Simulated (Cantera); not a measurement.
Cantera run:

```python
import numpy as np
import cantera as ct

gas_names = """
    H HO2 H2 H2O H2O2 O OH O2 O3 Ti TiO TiO2
""".split()
cond_names = """
    H2O(s) H2O(L) Ti(a) Ti(b) Ti(L) TiO(a) TiO(b) TiO(L) TiO2(ru) TiO2(L) Ti2O3(a) Ti2O3(b) Ti2O3(L)
    Ti3O5(a) Ti3O5(b) Ti3O5(L) Ti4O7(s) Ti4O7(L)
""".split()


# ... load() reads the species with a 1 bar reference pressure and builds the phases ...
atoms = {
    'TiO2': {'Ti': 1, 'O': 2},
    'H2': {'H': 2},
    'H2O': {'H': 2, 'O': 1},
}
top_T = {}  # K; cautious upper limits of use, not melting points


# ... equilibrate(T, P, feed) seeds the gas with the atoms and calls Mixture.equilibrate('TP', solver="vcs", rtol=1e-11, max_steps=5000) ...
results = []
feed = {'TiO2': 1, 'H2': 12, 'H2O': 1.9}  # mol
T = 1300  # K
P = 420000  # Pa
mix = equilibrate(T, P, feed)
results.append((T, P, feed, dict(zip(mix.species_names, mix.species_moles))))
x = sorted(zip(gas.X, gas.species_names), reverse=True)
print(f"T = {T:g} K  P = {P:g} Pa  gas = {mix.phase_moles(0):.4g} mol")
print("   x: " + "  ".join(f"{s} {v:.3e}" for v, s in x if v > 0.0001))
print("   condensed (mol): " + ("  ".join(f"{mix.phase(i).name} {mix.phase_moles(i):.4g}"
      for i in range(1, mix.n_phases) if mix.phase_moles(i) > 1e-12) or "none"))
```

Output:

```
T = 1300 K  P = 420000 Pa  gas = 13.9 mol
   x: H2 8.633e-01  H2O 1.367e-01
   condensed (mol): TiO2(ru) 1
```

Equilibrium computed with Cantera from the NASA thermochemical tables; the gas is ideal and each condensed phase is pure. Gases not in the tables: TiO(OH)2.
